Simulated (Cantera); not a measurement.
Input (Python, Cantera):

```python
import numpy as np
import cantera as ct

gas = ct.Solution("gri30.yaml")
gas.TPX = 375, 100000, {'CH4': 1, 'C2H6': 0.11, 'C3H8': 0.084, 'O2': 1.56, 'N2': 5.86}
inlet = ct.Reservoir(gas, clone=True)
gas.equilibrate("HP")  # start burning
reactor = ct.IdealGasConstPressureReactor(gas, energy="on", clone=False)
exhaust = ct.Reservoir(gas, clone=True)
tau = [0.025, 0.013, 0.0065, 0.0033, 0.0017, 0.00088, 0.00045, 0.00023, 0.00012, 6.1e-05, 3.1e-05, 1.6e-05][0]
for a, b in ((inlet, reactor), (reactor, exhaust)):
    ct.MassFlowController(a, b, mdot=lambda t: reactor.mass / tau)
net = ct.ReactorNet([reactor])
show = ['CH4', 'C2H6', 'C3H8', 'CH3', 'NO', 'HCO', 'HO2']

rows = []
print(f"{'tau/s':>10s}{'T/K':>9s}" + "".join(f"{s:>11s}" for s in show))
for tau in [0.025, 0.013, 0.0065, 0.0033, 0.0017, 0.00088, 0.00045, 0.00023, 0.00012, 6.1e-05, 3.1e-05, 1.6e-05]:
    net.initial_time = 0.0
    net.advance(30 * tau)
    before = gas.X
    net.advance(40 * tau)
    drift = np.max(np.abs(gas.X - before) / (gas.X + 1e-9))
    rows.append([gas.T, *gas[show].X, drift])
    print(f"{tau:10.3e}{gas.T:9.1f}" + "".join(f"{x:11.3e}" for x in gas[show].X))
```

It prints:

```
     tau/s      T/K        CH4       C2H6       C3H8        CH3         NO        HCO        HO2
 2.500e-02   1805.1  8.529e-03  2.901e-05  2.012e-06  5.536e-04  2.800e-06  1.280e-07  3.813e-07
 1.300e-02   1796.6  9.400e-03  4.990e-05  3.746e-06  7.258e-04  2.435e-06  2.269e-07  6.963e-07
 6.500e-03   1778.8  1.067e-02  9.293e-05  7.569e-06  9.539e-04  1.877e-06  4.302e-07  1.392e-06
 3.300e-03   1742.8  1.294e-02  1.940e-04  1.702e-05  1.215e-03  1.110e-06  8.400e-07  3.118e-06
 1.700e-03    375.0  1.161e-01  1.277e-02  9.752e-03  2.074e-23  1.777e-22 -8.757e-36  1.017e-18
 8.800e-04    375.0  1.161e-01  1.277e-02  9.752e-03 -2.974e-27 -2.609e-26 -9.418e-43 -1.492e-22
 4.500e-04    375.0  1.161e-01  1.277e-02  9.752e-03 -1.552e-28 -1.648e-27 -3.868e-44 -9.426e-24
 2.300e-04    375.0  1.161e-01  1.277e-02  9.752e-03  6.881e-30 -1.041e-28 -2.444e-45 -5.948e-25
 1.200e-04    375.0  1.161e-01  1.277e-02  9.752e-03  9.140e-30 -6.575e-30 -1.544e-46 -3.727e-26
 6.100e-05    375.0  1.161e-01  1.277e-02  9.752e-03  5.003e-30 -4.153e-31 -9.752e-48 -2.201e-27
 3.100e-05    375.0  1.161e-01  1.277e-02  9.752e-03  2.565e-30 -2.624e-32 -6.160e-49 -6.119e-29
 1.600e-05    375.0  1.161e-01  1.277e-02  9.752e-03  1.323e-30 -1.657e-33 -3.891e-50  3.632e-29
```

Detailed kinetics in Cantera: GRI-Mech 3.0 (53 species, 325 reactions).
